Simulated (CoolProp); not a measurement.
Vapour-liquid equilibrium of R114 (1) + n-hexane (2) at 297.1 K; x and y are mole fractions of (1).

Values from CoolProp's multi-fluid Helmholtz-energy mixture model, Platzer 1990 and Thol 2019; pair parameters Bell 2016. This equation is an older, rougher fit; its heat capacities, sound speeds and derivatives of the liquid may be far off and weren't checked against measurements.

Task: Give the bubble pressure and the first vapour's composition at x = 0.05, 0.25, 0.55. Is there an azeotrope?

Result: x = 0.05: 0.3564 bar, y = 0.480; x = 0.25: 0.8751 bar, y = 0.822; x = 0.55: 1.393 bar, y = 0.919. No azeotrope shows between x = 0.05 and 0.95.

Pair parameters are fitted to limited data, so mixtures are less certain than the pure fluids.
